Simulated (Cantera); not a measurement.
## Adiabatic ignition

An adiabatic, constant-volume homogeneous reactor starts with CO : H2 : CH4 : O2 : N2 = 1 : 0.4 : 0.04 : 1.2 : 4.51 (molar parts), at 1725 K and 1.00 atm.

Detailed kinetics in Cantera: GRI-Mech 3.0 (53 species, 325 reactions).

```tsv
t (s)	T (K)	P (bar)	x CO	x H2	x CH4	x C2H2	x CH3	x C2H6
3.00e-6	1725	1.01	0.140	0.0559	0.00559	<1e-12	3.68e-6	4.59e-11
7.83e-6	1726	1.01	0.140	0.0544	0.00527	5.16e-10	0.000268	3.18e-7
2.04e-5	1979	1.16	0.102	0.00677	<1e-12	<1e-12	<1e-12	<1e-12
5.33e-5	2323	1.33	0.0739	0.00722	<1e-12	<1e-12	<1e-12	<1e-12
0.000139	2691	1.51	0.0620	0.00515	<1e-12	<1e-12	<1e-12	<1e-12
0.000363	2843	1.58	0.0537	0.00415	<1e-12	<1e-12	<1e-12	<1e-12
0.000949	2837	1.57	0.0531	0.00412	<1e-12	<1e-12	<1e-12	<1e-12
0.00248	2831	1.57	0.0528	0.00412	<1e-12	<1e-12	<1e-12	<1e-12
0.00646	2831	1.57	0.0528	0.00412	<1e-12	<1e-12	<1e-12	<1e-12
0.0169	2831	1.57	0.0528	0.00412	<1e-12	<1e-12	<1e-12	<1e-12
0.0440	2831	1.57	0.0528	0.00412	<1e-12	<1e-12	<1e-12	<1e-12
0.115	2831	1.57	0.0528	0.00412	<1e-12	<1e-12	<1e-12	<1e-12
0.300	2831	1.57	0.0528	0.00412	<1e-12	<1e-12	<1e-12	<1e-12
```
x: mole fraction; the columns are a selection and need not sum to one.

```json
{
 "time_of_steepest_temperature_rise": "11.4 µs",
 "temperature at 0.300 s": "2831 K",
 "equilibrium_temperature": "2831 K",
 "x(CO) at 0.300 s": "0.0528 (gas-phase equilibrium 0.0528)",
 "x(H2) at 0.300 s": "0.00412 (gas-phase equilibrium 0.00412)",
 "x(CH4) at 0.300 s": "<1e-12 (gas-phase equilibrium <1e-12)"
}
```
